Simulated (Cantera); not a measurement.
Feed: 1 mol BN, a varied amount of HF, 0.91 mol N2, at 1425 K and 51.0 mbar.

Method: chemical equilibrium by Gibbs-energy minimisation in Cantera with the NASA 1993 tables (ideal gas, pure condensed phases). Candidate condensed phases: B, BN; 31 gas species. The tables' values for BF2 are old estimates; treat these amounts as uncertain. Kinetics and transport are ignored.

x: gas mole fraction; n: condensed amount in mol.

```tsv
n(HF) (mol)	x HF	x N2	x H2	x BF3	x BHF2	n BN(s)
1.1	0.0240	0.540	0.261	0.174	0.000863	0.649
4.8	0.315	0.247	0.263	0.175	6.67e-5	0
8.5	0.584	0.150	0.159	0.106	1.32e-5	0
12	0.697	0.109	0.116	0.0775	5.90e-6	0
16	0.769	[?]	[?]	[?]	[?]	0
20	0.813	[?]	[?]	[?]	[?]	0
23	0.836	0.0590	0.0627	0.0418	1.43e-6	0
```

Q: Fill in the missing entries.

A: 
- 16, x N2: 0.0834
- 16, x H2: 0.0887
- 16, x BF3: 0.0591
- 16, x BHF2: 3.12e-6
- 20, x N2: 0.0674
- 20, x H2: 0.0717
- 20, x BF3: 0.0478
- 20, x BHF2: 1.93e-6
